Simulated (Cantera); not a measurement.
A closed system holds: 1 mol Si3N4, 1.6 mol CO2, 4 mol H2, held at 1330 Pa.

Cantera equilibrium calculation (NASA polynomials, part measured and part estimated; ideal gas, pure solids and liquids). Candidate condensed phases: C, C6H6, C7H8, C8H18, H2O, Si, SiC, SiO2, Si2N2O, Si3N4; 151 gas species. Mutual solubility and eutectic melting of coexisting phases are not modelled. The tables hold silica as quartz up to 1696 K and as liquid above; real silica turns to tridymite and cristobalite and melts near 1996 K. Gases not in the tables: Si2H6 and higher silanes. Rates play no part.

**Question.** Which condensed phases are stable at each of these points (T (K)): 1150, 1250, 1350, 1450, 1550, 1650, 1750, 1850, 1950, 2050?

**Answer.** 
| T (K) | condensed phases | Si condensed (%) |
|---|---|---|
| 1150 | C(graphite) + SiO2(β-quartz) + Si2N2O(s) | 100.0 |
| 1250 | C(graphite) + SiO2(β-quartz) + Si2N2O(s) | 100.0 |
| 1350 | SiO2(β-quartz) + Si2N2O(s) | 100.0 |
| 1450 | SiO2(β-quartz) + Si2N2O(s) | 99.9 |
| 1550 | SiO2(β-quartz) + Si2N2O(s) | 98.8 |
| 1650 | Si2N2O(s) | 93.3 |
| 1750 | SiC(s) + Si2N2O(s) | 73.7 |
| 1850 | SiC(s) | 23.3 |
| 1950 | SiC(s) | 23.0 |
| 2050 | Si(l) + SiC(s) | 22.4 |

From 1150 K to 1250 K the condensed part is C(graphite) + SiO2(β-quartz) + Si2N2O(s). From 1350 K to 1550 K the condensed part is SiO2(β-quartz) + Si2N2O(s). At 1650 K the condensed part is Si2N2O(s). At 1750 K the condensed part is SiC(s) + Si2N2O(s). From 1850 K to 1950 K the condensed part is SiC(s). At 2050 K the condensed part is Si(l) + SiC(s).
